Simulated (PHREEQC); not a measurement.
Polishing slurry liquid: an equilibrium model

Solution (14 °C and 100 atm): 0.003 mol H2SO4, 0.0015 mol Al(NO3)3 and 0.00025 mol CuSO4 per kg of water. Closed to the air; pH follows from the charge balance.

Model: ion-association model, phreeqc.dat, run in PHREEQC.

This is a speciation only: nothing precipitates in the calculation.

Q: Predict the pH, ionic strength.

A: pH 2.30; ionic strength 0.0126 mol/kgw.

Q: In which forms is S present?

A: SO4-2 57 %, AlSO4+ 26 %, HSO4- 14 %, Al(SO4)2- 2.0 %, CuSO4 0.9 % of the S.

Under pressure, the constants of complexes without a molar volume in the database are unreliable. At this temperature some constants are extrapolated from 25 °C, and those without enthalpy data are left unchanged.
